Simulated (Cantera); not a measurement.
Feed: 1 mol CsCl, 6.6 mol H₂, equilibrated at 825 K and 458 Torr.

These are equilibrium values from Cantera (NASA tables, ideal gas, pure condensed phases), not measurements of a reactor. Candidate condensed phases: Cs, CsCl; 9 gas species. Kinetics and transport are ignored.

Base state: H₂ 1.000, CsCl 1.21e-5 (mole fractions); condensed: CsCl(s).

Task: What changes in the equilibrium state with this change: pressure from 458 Torr to 1.00 Torr?

Result: 
```tsv
species	before	after
H₂	1.000	0.992
CsCl	1.21e-5	0.00556
Cs₂Cl₂	5.56e-6	0.00255
CsCl(s), mol	1.000	0.929
```

Task: What changes in the equilibrium state with this change: pressure from 458 Torr to 0.00750 Torr?

Result: 
| species | before | after |
|---|---|---|
| H₂ | 1.000 | 0.876 |
| CsCl | 1.21e-5 | 0.116 |
| Cs₂Cl₂ | 5.56e-6 | 0.00832 |
| CsCl(s), mol | 1.000 | 0 |
